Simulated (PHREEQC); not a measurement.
Dissolve 0.035 mol/kgw H2SO4, 0.00089 mol/kgw Al2(SO4)3 and 4.4e-05 mol/kgw MnSO4 at 25 °C. Closed to the air; pH follows from the charge balance.

Equilibrium calculation in PHREEQC: ion-association model, phreeqc.dat.

Each row changes one thing in this solution. This is a speciation only: nothing precipitates in the calculation.

```json
[
 {"case": "as made", "pH": "1.41", "ionic strength (mol/kgw)": "0.0609", "HSO4- (mol/kgw)": "0.0241", "SO4-2 (mol/kgw)": "0.0119", "AlSO4+ (mol/kgw)": "0.00128", "Al+3 (mol/kgw)": "0.000285", "SI of Gibbsite (Al(OH)3)": "-8.08"},
 {"case": "H2SO4 left out", "pH": "4.20", "ionic strength (mol/kgw)": "0.00647", "HSO4- (mol/kgw)": "7.34e-6", "SO4-2 (mol/kgw)": "0.00153", "AlSO4+ (mol/kgw)": "0.00110", "Al+3 (mol/kgw)": "0.000577", "SI of Gibbsite (Al(OH)3)": "+0.95"},
 {"case": "temperature from 25 to 55 °C", "pH": "1.46", "ionic strength (mol/kgw)": "0.0523", "HSO4- (mol/kgw)": "0.0286", "SO4-2 (mol/kgw)": "0.00753", "AlSO4+ (mol/kgw)": "0.00129", "Al+3 (mol/kgw)": "0.000322", "SI of Gibbsite (Al(OH)3)": "-6.37"},
 {"case": "temperature from 25 to 90 °C", "pH": "1.50", "ionic strength (mol/kgw)": "0.0452", "HSO4- (mol/kgw)": "0.0327", "SO4-2 (mol/kgw)": "0.00366", "AlSO4+ (mol/kgw)": "0.00121", "Al+3 (mol/kgw)": "0.000469", "SI of Gibbsite (Al(OH)3)": "-4.62"},
 {"case": "temperature from 25 to 45 °C", "pH": "1.44", "ionic strength (mol/kgw)": "0.0550", "HSO4- (mol/kgw)": "0.0271", "SO4-2 (mol/kgw)": "0.00893", "AlSO4+ (mol/kgw)": "0.00129", "Al+3 (mol/kgw)": "0.000302", "SI of Gibbsite (Al(OH)3)": "-6.92"}
]
```

Species that the database lacks are ignored. Some of these states are supersaturated (in Gibbsite (slow to form), for instance). Away from 25 °C the constants follow the database's enthalpies or fits; those with neither stay at their 25 °C values.
